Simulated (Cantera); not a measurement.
Charge: 1 mol SiH2Cl2, 7.1 mol N2O, 26 mol N2, equilibrated at 1073.15 K and 20.0 mbar.

Method: chemical equilibrium by Gibbs-energy minimisation in Cantera with the NASA 1993 tables (ideal gas, pure condensed phases). Candidate condensed phases: H2O, NH4Cl, Si, SiO2, Si2N2O, Si3N4; 47 gas species. The numbers say what is thermodynamically allowed, not how fast it happens.

Problem. What is the equilibrium state?

Solution. 
```
Property                              Value
--------------------------------  ---------
x(N2)                                 0.881
x(O2)                                0.0658
x(HCl)                               0.0451
x(H2O)                              0.00404
x(Cl2)                              0.00381
x(Cl)                              0.000470
x(NO)                               3.92e-5
n(SiO2(β-quartz))                  1.00 mol
gas amount                        37.58 mol
log10 activity of Si(s) (absent)     -32.04
```
